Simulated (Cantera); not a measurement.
A perfectly stirred reactor is fed with CH₄ : O₂ : N₂ = 1 : 2.33 : 11.4 (molar parts), at 0.230 bar; it is adiabatic with a 325 K inlet, and is followed from long to short residence time, starting on the burning branch (τ in s: 0.49, 0.19, 0.075, 0.029, 0.012, 0.0045, 0.0018, 0.0007, 0.00027, 0.00011, 4.2e-05).

Detailed kinetics in Cantera: GRI-Mech 3.0 (53 species, 325 reactions).

**Question.** Predict: blow-out, bracketed by the residence times tried; x(CH₄) at τ = 0.490 s; x(O₂) at τ = 0.490 s; x(NO) at τ = 0.490 s; x(CH₃) at τ = 0.490 s; x(HO₂) at τ = 0.490 s; x(CH₄) at τ = 4.50 ms; x(O₂) at τ = 4.50 ms; x(NO) at τ = 4.50 ms; x(CH₃) at τ = 4.50 ms; x(HO₂) at τ = 4.50 ms.

**Answer.** 
```
Item                                                                            Result
------------------------------------------------  ------------------------------------
blow-out, bracketed by the residence times tried  burning at 0.700 ms, out at 0.270 ms
x(CH₄) at τ = 0.490 s                                                          5.05e-6
x(O₂) at τ = 0.490 s                                                            0.0231
x(NO) at τ = 0.490 s                                                           7.68e-5
x(CH₃) at τ = 0.490 s                                                          1.36e-6
x(HO₂) at τ = 0.490 s                                                          5.82e-7
x(CH₄) at τ = 4.50 ms                                                         0.000149
x(O₂) at τ = 4.50 ms                                                            0.0308
x(NO) at τ = 4.50 ms                                                           1.83e-5
x(CH₃) at τ = 4.50 ms                                                          2.30e-5
x(HO₂) at τ = 4.50 ms                                                          3.97e-6
```
